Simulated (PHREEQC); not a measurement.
# Metal-bearing waste water (model solution)

A solution holds 8.3 mmol/kgw NiSO4, 6.3 mmol/kgw NaH2PO4 and 0.11 mmol/kgw NaCl, at 25 °C. Closed to the air; pH follows from the charge balance.

Computed with PHREEQC (ion-association model, wateq4f.dat).

Each row changes one thing in this solution. Precipitation was switched off in this run.

| case | pH | ionic strength (mol/kgw) | HPO4-2 (mol/kgw) | H3PO4 (mol/kgw) | NaHPO4- (mol/kgw) | SI of Halite (NaCl) |
|---|---|---|---|---|---|---|
| as made | 4.78 | 0.0314 | 3.79e-5 | 1.30e-5 | 2.44e-7 | -7.89 |
| NaH2PO4 from 0.0063 to 0.0126 mol/kgw | 4.68 | 0.0381 | 6.29e-5 | 3.21e-5 | 7.62e-7 | -7.60 |
| NiSO4 replaced by Na2SO4 at the same molality | 4.79 | 0.0304 | 3.83e-5 | 1.28e-5 | 8.87e-7 | -7.33 |
| NiSO4 from 0.0083 to 0.0124 mol/kgw | 4.78 | 0.0418 | ___ | 1.27e-5 | 2.38e-7 | -7.91 |
| 0.0033 mol/kgw HNO3 added | 2.81 | ___ | 3.52e-7 | 0.00101 | 2.23e-9 | -7.89 |
| NiSO4 left out | 4.79 | 0.00646 | 3.09e-5 | 1.37e-5 | 2.76e-7 | -7.81 |
| 0.00046 mol/kgw H3AsO4 added | 3.71 | 0.0315 | 3.16e-6 | 0.000151 | 2.02e-8 | -7.89 |
| diluted 5-fold with water | 5.07 | ___ | ___ | 1.45e-6 | 2.05e-8 | -9.21 |

Question: What belongs in the gaps?

Answer: 
- NiSO4 from 0.0083 to 0.0124 mol/kgw, HPO4-2 (mol/kgw): 4.01e-5
- 0.0033 mol/kgw HNO3 added, ionic strength (mol/kgw): 0.0331
- diluted 5-fold with water, ionic strength (mol/kgw): 0.00712
- diluted 5-fold with water, HPO4-2 (mol/kgw): 1.17e-5

Complexes and solids missing from the database can't appear. H3PO4, which wateq4f.dat lacks, is added to it with the constant of phreeqc.dat. The database has no phosphate complexes of Ni.
